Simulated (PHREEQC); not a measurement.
Make-up at 25 °C: 0.0029 mol FeCl3, 3.2e-05 mol MgSO4, 0.00047 mol HCl and 0.0062 mol Na2SO4 per kg of water. Closed to the air; pH follows from the charge balance.

All values are PHREEQC results (ion-association model, phreeqc.dat), not measurements.

This is a speciation only: nothing precipitates in the calculation.

Problem. Order these Fe species by the share of Fe that they hold, largest first: Fe+3, Fe(SO4)2-, Fe(OH)2+, FeSO4+, FeOH+2.

Solution. FeSO4+ (59 %), FeOH+2 (23 %), Fe+3 (6.4 %), Fe(OH)2+ (4.6 %), Fe(SO4)2- (2.9 %)

The pH is 2.97 and the ionic strength 0.0230 mol/kgw. Examples of supersaturated solids here: Hematite (slow to form), Goethite (slow to form). Others may be too. Complexes and solids missing from the database can't appear.
